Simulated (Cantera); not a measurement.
Input: 1 mol CuF₂, 1.2 mol H₂, a varied amount of O₂, held at 10.0 Torr.

Cantera equilibrium calculation (NASA polynomials, part measured and part estimated; ideal gas, pure solids and liquids). Candidate condensed phases: Cu, CuF₂, CuO, Cu(OH)₂, Cu₂O, H₂O; 27 gas species. Each liquid is taken as pure. Mutual solubility and eutectic melting of coexisting phases are not modelled. Rates play no part.

Stable condensed phases, one row left out:

```
T in K \ n(O₂) in mol
         0.046 0.058 0.073 0.093  0.12  0.15  0.19  0.24   0.3  0.39  0.49  0.62  0.79
   2075      A     A     A     A     A     A     A     A     A     A     A     A     A
   2000      A     A     A     A     A     A     A     A     A     A     A     A     A
   1925      B     B     B     B     B     B     B     B     B     B     B     A     A
   1850      B     B     B     B     B     B     B     B     B     B     B     B     B
   1775      B     B     B     B     B     B     B     B     B     B     B     B     C
   1625      B     B     B     B     B     B     B     C     C     C     D     D     D
   1550      B     B     B     B     B     B     C     C     C     D     D     D     D
   1475      B     B     B     B     C     C     C     C     C     D     D     D     D
   1400      B     B     B     B     C     C     C     C     C     D     D     D     D
   1325      B     B     B     B     C     C     C     C     C     D     D     D     D
   1250      B     B     B     B     C     C     C     C     C     D     D     D     D
   1175      B     B     B     B     C     C     C     C     C     D     D     D     D
```

A: gas only; B: Cu; C: Cu + Cu₂O; D: Cu₂O.

Give the row for 1700 K.

0.046: Cu; 0.058: Cu; 0.073: Cu; 0.093: Cu; 0.12: Cu; 0.15: Cu; 0.19: Cu; 0.24: Cu; 0.3: Cu; 0.39: Cu + Cu₂O; 0.49: Cu + Cu₂O; 0.62: Cu₂O; 0.79: Cu₂O.
